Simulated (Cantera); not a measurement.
A perfectly stirred reactor is fed with CO : H2 : CH4 : O2 : N2 : H2O = 1 : 0.62 : 0.14 : 0.727 : 2.73 : 1.1 (molar parts), equivalence ratio 1.5, at 1.01 bar; it is adiabatic with a 575 K inlet, and is followed from long to short residence time, starting on the burning branch (τ in s: 0.13, 0.065, 0.033, 0.017, 0.0084, 0.0042, 0.0021, 0.0011, 0.00054, 0.00027, 0.00014, 7e-05, 3.5e-05).

Detailed kinetics in Cantera: GRI-Mech 3.0 (53 species, 325 reactions).

**Question.** What does this change do: N2 2.73 to 4.2 parts?

**Answer.** 
| quantity | before | after |
|---|---|---|
| blow-out, bracketed by the residence times tried | burning at 70.0 µs, out at 35.0 µs | burning at 0.140 ms, out at 70.0 µs |
| x(CO) at τ = 0.130 s | 0.0804 | 0.0608 |
| x(H2) at τ = 0.130 s | 0.0433 | 0.0379 |
| x(CH4) at τ = 0.130 s | 4.39e-6 | 7.84e-6 |
| x(HCO) at τ = 0.130 s | 4.20e-8 | 4.59e-8 |
| x(NO) at τ = 0.130 s | 7.00e-5 | 3.34e-5 |
| x(CO) at τ = 2.10 ms | 0.0812 | 0.0614 |
| x(H2) at τ = 2.10 ms | 0.0451 | 0.0382 |
| x(CH4) at τ = 2.10 ms | 2.01e-5 | 3.39e-5 |
| x(HCO) at τ = 2.10 ms | 4.82e-7 | 5.37e-7 |
| x(NO) at τ = 2.10 ms | 4.76e-5 | 2.69e-5 |

**Question.** What does this change do: pressure from 1.01 bar to 5.00 bar?

**Answer.** 
```csv
quantity,before,after
"blow-out, bracketed by the residence times tried","burning at 70.0 µs, out at 35.0 µs","burning at 35.0 µs, the shortest tried"
x(CO) at τ = 0.130 s,0.0804,0.0805
x(H2) at τ = 0.130 s,0.0433,0.0431
x(CH4) at τ = 0.130 s,4.39e-6,1.26e-5
x(HCO) at τ = 0.130 s,4.20e-8,4.78e-8
x(NO) at τ = 0.130 s,7.00e-5,2.72e-5
x(CO) at τ = 2.10 ms,0.0812,0.0810
x(H2) at τ = 2.10 ms,0.0451,0.0431
x(CH4) at τ = 2.10 ms,2.01e-5,3.95e-5
x(HCO) at τ = 2.10 ms,4.82e-7,3.02e-7
x(NO) at τ = 2.10 ms,4.76e-5,4.93e-5
```
